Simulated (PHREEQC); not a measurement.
# Acid mine or pickling water: an equilibrium model

A made-up water analysis in mmol/kgw, 75 °C, pH 3.48, pe 9.9:

```json
[
 {"constituent": "Na", "mmol/kgw": "0.982"},
 {"constituent": "K", "mmol/kgw": "0.691"},
 {"constituent": "Ca", "mmol/kgw": "2.45"},
 {"constituent": "Mg", "mmol/kgw": "1.77"},
 {"constituent": "Cl", "mmol/kgw": "1.23"},
 {"constituent": "S(6)", "mmol/kgw": "4.79"},
 {"constituent": "Li", "mmol/kgw": "0.00564"},
 {"constituent": "Sr", "mmol/kgw": "0.016"},
 {"constituent": "Mn(2)", "mmol/kgw": "0.00128"}
]
```

Na is adjusted to close the charge balance.
Valence states are taken as typed.

Equilibrium calculation in PHREEQC: ion-association model, wateq4f.dat.

| Item | Result |
|---|---|
| ionic strength | 0.0137 mol/kgw |
| total alkalinity | -0.617 meq/kg |

```csv
species,molality,activity,log γ
SO4-2,0.00311,0.00187,-0.221
Ca+2,0.00183,0.00111,-0.218
Cl-,0.00123,0.00108,-0.058
Na+,0.00101,0.000888,-0.056
Mg+2,0.000982,0.000600,-0.214
MgSO4,0.000788,0.000791,0.001
K+,0.000673,0.000589,-0.058
CaSO4,0.000614,0.000616,0.001
H+,0.000370,0.000331,-0.049
HSO4-,0.000243,0.000214,-0.056
KSO4-,1.85e-5,1.63e-5,-0.054
```

No solid was allowed to form. Away from 25 °C the constants follow the database's enthalpies or fits; those with neither stay at their 25 °C values.
